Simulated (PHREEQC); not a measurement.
PHREEQC input (ion-association model, wateq4f.dat):

```
SOLUTION_MASTER_SPECIES
  An  An-  0  An  62.0  # stands for a non-complexing anion
SOLUTION_SPECIES
  An- = An-
    -log_k 0
    -gamma 3.0 0
PHASES
  Fix_H+
    H+ = H+
    -log_k 0
SOLUTION 1
  temp 25
  units mmol/kgw
  pH 7 charge
  B 0.0044
  Na 1
  An 1
END
SELECTED_OUTPUT 1
  -reset false
  -pH true
  -pe true
  -ionic_strength true
  -water true
  -totals B Na
  -molalities Hfo_wOH Hfo_wOH2+ Hfo_wO- Hfo_sOH Hfo_sOH2+ Hfo_sO- Hfo_wH2BO3
USER_PUNCH 1
  -headings sigma psi
  10 PUNCH EDL("sigma", "Hfo"), EDL("psi", "Hfo")
PRINT
  -reset false
USE solution 1
SURFACE 1
  Hfo_wOH 3.59551e-05 600 0.016
  Hfo_sOH 8.98876e-07
EQUILIBRIUM_PHASES 1
  Fix_H+ -4 HAn 10
    -force_equality true
  O2(g) -0.68 10
END
# ... the last block is repeated for the other 12 points of pH, with NaOH or the acid as the point needs
```

Selected output (columns that matter, 13 of 13 rows; pH added in front):

```
pH	mu	B	Na	m_Hfo_wOH	m_Hfo_wOH2+	m_Hfo_wO-	m_Hfo_sOH	m_Hfo_sOH2+	m_Hfo_sO-	m_Hfo_wH2BO3	sigma	psi
4	0.0011095	4.3996e-06	0.001	2.2681e-05	1.2317e-05	9.5676e-07	5.6702e-07	3.0793e-07	2.3919e-08	4.161e-10	0.11704	0.21031
4.67	0.0010255	4.3995e-06	0.001	2.5777e-05	8.3554e-06	1.8218e-06	6.4444e-07	2.0889e-07	4.5547e-08	4.7288e-10	0.067313	0.18393
5.33	0.0010067	4.3995e-06	0.001	2.7026e-05	6.2532e-06	2.6758e-06	6.7565e-07	1.5633e-07	6.6895e-08	4.9573e-10	0.036857	0.15355
6	0.001002	4.3995e-06	0.001	2.7449e-05	5.1616e-06	3.344e-06	6.8623e-07	1.2904e-07	8.3602e-08	5.0325e-10	0.018725	0.11924
6.67	0.0010007	4.3995e-06	0.001	2.7566e-05	4.6252e-06	3.7636e-06	6.8915e-07	1.1563e-07	9.4092e-08	5.0429e-10	0.0088769	0.082537
7.33	0.0010002	4.3995e-06	0.001	2.7594e-05	4.3592e-06	4.0015e-06	6.8986e-07	1.0898e-07	1.0004e-07	4.9984e-10	0.0036854	0.045042
8	0.0010013	4.3995e-06	0.0010012	2.76e-05	4.1998e-06	4.1551e-06	6.9e-07	1.05e-07	1.0388e-07	4.7781e-10	0.00046137	0.0063695
8.67	0.0010059	4.3996e-06	0.0010061	2.7597e-05	4.0573e-06	4.3003e-06	6.8994e-07	1.0143e-07	1.0751e-07	3.9579e-10	-0.0025032	-0.03238
9.33	0.001025	4.3998e-06	0.0010253	2.758e-05	3.8542e-06	4.5211e-06	6.8949e-07	9.6354e-08	1.1303e-07	2.2227e-10	-0.0068717	-0.07012
10	0.0011085	4.3999e-06	0.0011093	2.7497e-05	3.4775e-06	4.9807e-06	6.8742e-07	8.6939e-08	1.2452e-07	7.2286e-11	-0.015486	-0.10719
10.67	0.001495	4.4e-06	0.0014968	2.7077e-05	2.7333e-06	6.1449e-06	6.7692e-07	6.8332e-08	1.5362e-07	1.7053e-11	-0.035149	-0.14103
11.33	0.0032882	4.4e-06	0.0032924	2.4796e-05	1.4509e-06	9.7079e-06	6.1991e-07	3.6273e-08	2.427e-07	3.4408e-12	-0.085069	-0.16607
12	0.012244	4.4e-06	0.012254	1.5954e-05	2.9588e-07	1.9706e-05	3.9884e-07	7.3971e-09	4.9264e-07	4.5091e-13	-0.19997	-0.17618
```
